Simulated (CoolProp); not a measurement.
Vapour-liquid equilibrium of hexamethyldisiloxane (MM) (1) + toluene (2) at 22.05 °C; x and y are mole fractions of (1).

Values from CoolProp's multi-fluid Helmholtz-energy mixture model, Thol 2016 and Lemmon 2006; pair parameters Bell 2016.

| x | bubble pressure, mixture model (MPa) | bubble pressure, Raoult's law (MPa) | y, mixture model | y, Raoult's law |
|---|---|---|---|---|
| 0.05 | … | 0.003333 | … | 0.072 |
| 0.15 | … | 0.003487 | 0.250 | 0.206 |
| 0.25 | 0.003968 | 0.003640 | 0.374 | 0.329 |
| 0.35 | 0.004183 | 0.003794 | … | 0.442 |
| 0.45 | 0.004362 | 0.003947 | 0.562 | 0.546 |
| 0.55 | … | 0.004101 | 0.639 | 0.643 |
| 0.65 | 0.004624 | 0.004255 | … | 0.732 |
| 0.75 | 0.004713 | 0.004408 | 0.785 | 0.815 |
| 0.85 | 0.004772 | 0.004562 | 0.863 | 0.893 |
| 0.95 | 0.004796 | 0.004715 | 0.950 | 0.965 |

What belongs in the gaps?


- 0.05, bubble pressure, mixture model (MPa): 0.003418
- 0.05, y, mixture model: 0.094
- 0.15, bubble pressure, mixture model (MPa): 0.003714
- 0.35, y, mixture model: 0.475
- 0.55, bubble pressure, mixture model (MPa): 0.004508
- 0.65, y, mixture model: 0.712

The largest gap from Raoult's law is +10.5 % in bubble pressure, at x = 0.45. No azeotrope shows between x = 0.05 and 0.95.

Pair parameters are fitted to limited data, so mixtures are less certain than the pure fluids.
